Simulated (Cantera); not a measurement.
An adiabatic, constant-volume homogeneous reactor starts with CH4 : H2 : O2 : N2 = 1 : 0.54 : 2.32 : 8.71 (molar parts), at 1200 K and 1.00 atm. Integrator tolerance rtol = 1e-08.

Detailed kinetics in Cantera: GRI-Mech 3.0 (53 species, 325 reactions).

| quantity | before | after |
|---|---|---|
| time of steepest temperature rise | 1.92 ms | 0.317 ms |
| temperature at 1.00 s | 2831 K | 3006 K |
| equilibrium temperature | 2831 K | 3006 K |
| x(CH4) at 1.00 s | <1e-12 (gas-phase equilibrium <1e-12) | <1e-12 (gas-phase equilibrium <1e-12) |
| x(H2) at 1.00 s | 0.0188 (gas-phase equilibrium 0.0188) | 0.0135 (gas-phase equilibrium 0.0135) |
| x(O2) at 1.00 s | 0.0193 (gas-phase equilibrium 0.0193) | 0.0145 (gas-phase equilibrium 0.0145) |
| x(O) at 1.00 s | 0.00549 (gas-phase equilibrium 0.00549) | 0.00278 (gas-phase equilibrium 0.00278) |
| x(C2H6) at 1.00 s | <1e-12 (gas-phase equilibrium <1e-12) | <1e-12 (gas-phase equilibrium <1e-12) |
| x(NO2) at 1.00 s | 3.36e-6 (gas-phase equilibrium 3.36e-6) | 8.92e-6 (gas-phase equilibrium 8.92e-6) |

What was changed between the two runs?
A. initial temperature 1200 to 1750 K
B. pressure from 1.00 atm to 9.87 atm
C. constant pressure in place of constant volume
D. initial temperature 1200 to 1475 K

B, pressure from 1.00 atm to 9.87 atm
